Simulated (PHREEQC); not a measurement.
## Leach liquor: an equilibrium model

A solution holds 0.19 mol/kgw H2SO4 and 0.00036 mol/kgw FeSO4, at 20 °C and 10 atm. Closed to the air; pH follows from the charge balance.

Model: ion-association model, phreeqc.dat, run in PHREEQC.

Each row changes one thing in this solution. This is a speciation only: nothing precipitates in the calculation.

```json
[
 {"case": "as made", "pH": "0.76", "ionic strength (mol/kgw)": "0.249", "HSO4- (mol/kgw)": "0.161", "SO4-2 (mol/kgw)": "0.0292"},
 {"case": "H2SO4 from 0.19 to 0.019 mol/kgw", "pH": "1.62", "ionic strength (mol/kgw)": "0.0367", "HSO4- (mol/kgw)": "0.0106", "SO4-2 (mol/kgw)": "0.00861"},
 {"case": "FeSO4 from 0.00036 to 0.000324 mol/kgw", "pH": "0.76", "ionic strength (mol/kgw)": "0.249", "HSO4- (mol/kgw)": "0.161", "SO4-2 (mol/kgw)": "0.0292"},
 {"case": "0.03 mol/kgw CO2 added", "pH": "0.76", "ionic strength (mol/kgw)": "0.249", "HSO4- (mol/kgw)": "0.161", "SO4-2 (mol/kgw)": "0.0292"},
 {"case": "FeSO4 from 0.00036 to 3.6e-05 mol/kgw", "pH": "0.76", "ionic strength (mol/kgw)": "0.248", "HSO4- (mol/kgw)": "0.161", "SO4-2 (mol/kgw)": "0.0291"},
 {"case": "FeSO4 replaced by CdSO4 at the same molality", "pH": "0.76", "ionic strength (mol/kgw)": "0.249", "HSO4- (mol/kgw)": "0.161", "SO4-2 (mol/kgw)": "0.0292"}
]
```
